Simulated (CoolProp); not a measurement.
Properties of methanol along the isobar 9.9 MPa.

Computed with CoolProp (reference Helmholtz-energy equation of state, de Reuck 1993).

| T (K) | phase | cp (kJ/(kg K)) | cv (kJ/(kg K)) | fugacity coefficient |
|---|---|---|---|---|
| 373 | liquid | 3.111 | 2.553 | 0.03790 |
| 393.6 | liquid | 3.325 | 2.679 | 0.06740 |
| 414.2 | liquid | 3.567 | 2.804 | 0.1112 |
| 434.8 | liquid | 3.851 | 2.927 | 0.1720 |
| 455.4 | liquid | 4.208 | 3.050 | 0.2512 |
| 475.9 | liquid | 4.710 | 3.178 | 0.3480 |
| 496.5 | liquid | 5.659 | 3.329 | 0.4605 |
| 517.1 | supercritical | 9.843 | 3.645 | 0.5809 |
| 537.7 | supercritical | 10.13 | 3.599 | 0.6721 |
| 558.3 | supercritical | 5.603 | 3.158 | 0.7248 |
| 578.8 | supercritical | 4.388 | 2.917 | 0.7624 |
| 599.4 | supercritical | 3.769 | 2.767 | 0.7905 |
| 620 | supercritical | 3.413 | 2.670 | 0.8115 |

The peak of cp marks the crossing from liquid-like to gas-like fluid above the critical point.
